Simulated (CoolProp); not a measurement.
Decamethylcyclopentasiloxane (D5) along the isotherm 620 K: density (kg/m³) from the reference equation and from simpler models built on Tc = 618.3 K, pc = 10.78 bar, ω = 0.631; each cubic takes its own stable root.

The numbers come from the reference Helmholtz-energy equation of state, Thol 2019 in CoolProp.

```csv
p (bar),phase,reference,ideal gas,Redlich-Kwong,Soave-Redlich-Kwong,Peng-Robinson
0.0511,gas,0.3682,0.3675,0.3681,0.3681,0.3682
0.0863,gas,0.6225,0.6207,0.6224,0.6224,0.6226
0.146,gas,1.055,1.050,1.055,1.055,1.055
0.246,gas,1.784,1.769,1.783,1.783,1.785
0.415,gas,3.026,2.985,3.025,3.024,3.029
0.7,gas,5.155,5.035,5.149,5.149,5.162
1.18,gas,8.838,8.487,8.822,8.820,8.859
1.99,gas,15.36,14.31,15.31,15.31,…
3.36,gas,27.45,24.17,27.26,27.25,27.61
5.68,gas,52.24,40.85,51.43,51.37,52.60
9.58,gas,…,68.90,…,119.1,125.1
16.2,supercritical,…,116.5,401.1,398.9,442.1
```

### Question
Fill in the missing entries.

### Answer

- 1.99, Peng-Robinson: 15.42
- 9.58, reference: 126.2
- 9.58, Redlich-Kwong: 119.8
- 16.2, reference: 495.7
